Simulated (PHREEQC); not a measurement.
A solution holds 0.0099 mol/kgw CdSO4, 0.00059 mol/kgw KCl and 0.24 mol/kgw FeSO4, at 90 °C. Closed to the air; pH follows from the charge balance.

All values are PHREEQC results (ion-association model, wateq4f.dat), not measurements.

Precipitation was switched off in this run.

Question: Estimate the pH, ionic strength, activity of water.

Answer: pH 5.27; ionic strength 0.364 mol/kgw; activity of water 0.994.

Question: In which forms is Cd present?

Answer: CdSO4 43 %, Cd+2 29 %, Cd(SO4)2-2 27 % of the Cd.

Species that the database lacks are ignored. At this temperature some constants are extrapolated from 25 °C, and those without enthalpy data are left unchanged.
